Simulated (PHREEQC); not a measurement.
A made-up water analysis in mg/L, 72 °C, pH 6.06, pe 11.3: Na 1.26; K 0.00258; Ca 3.94; Mg 0.304; Cl 2.59; S(6) as SO4 7.14; Alkalinity as HCO3 3.45; Cd 0.00609; Si as SiO2 0.138; F 0.0248.

Valence states are taken as typed.

Model: ion-association model, phreeqc.dat, run in PHREEQC.

```tsv
quantity	before	after
Mg+2 (mol/kgw)	1.20e-5	3.41e-5
CaSO4 (mol/kgw)	1.37e-6	1.00e-5
MgSO4 (mol/kgw)	4.70e-7	3.34e-6
CaHCO3+ (mol/kgw)	8.94e-8	7.27e-7
SI of Quartz (SiO2)	-2.26	-1.78
```

Task: What was changed between the two runs?
A. all concentrations times 3 at the same typed pH
B. F from 0.0248 to 0.0496 mg/L
C. Mg from 0.304 to 0.152 mg/L

Result: A, all concentrations times 3 at the same typed pH

Precipitation was switched off in this run. Away from 25 °C the constants follow the database's enthalpies or fits; those with neither stay at their 25 °C values. SiF6-2 is the database's only silicon fluoride.
